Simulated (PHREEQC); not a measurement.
0.24 g of hydrous ferric oxide (600 m²/g; 0.2 weak and 0.005 strong sites per Fe, Dzombak-Morel constants, diffuse double layer) in 1 kg of water with 0.05 mol/kgw of an inert sodium salt and 1e-06 mol BaCl2, 0.00064 mol Na2SO4 and 2.5e-05 mol Ag2SO4, at 25 °C; the pH is set by adding NaOH or the inert anion's acid. O2 is buffered at 0.21 atm. The system is closed to CO2. No solid was allowed to form.

Model: ion-association model, wateq4f.dat, run in PHREEQC.

```csv
pH,Ba sorbed (%),S sorbed (%),Ag sorbed (%)
3,0.0,32.7,0.0
3.67,0.0,32.5,0.0
4.33,0.0,31.4,0.0
5,0.0,27.5,0.3
5.67,?,20.2,?
6.33,0.4,11.4,12.3
7,?,?,23.0
7.67,1.2,?,?
8.33,4.6,0.0,45.7
9,22.9,0.0,71.7
9.67,71.4,0.0,90.7
10.33,95.4,0.0,97.5
11,99.3,0.0,99.2
```

Some entries are withheld; supply them.


- 5.67, Ba sorbed (%): 0.1
- 5.67, Ag sorbed (%): 2.7
- 7, Ba sorbed (%): 0.6
- 7, S sorbed (%): 3.9
- 7.67, S sorbed (%): 0.6
- 7.67, Ag sorbed (%): 31.0

Complexes and solids missing from the database can't appear. The oxide is taken as insoluble; below pH 4 it would dissolve.
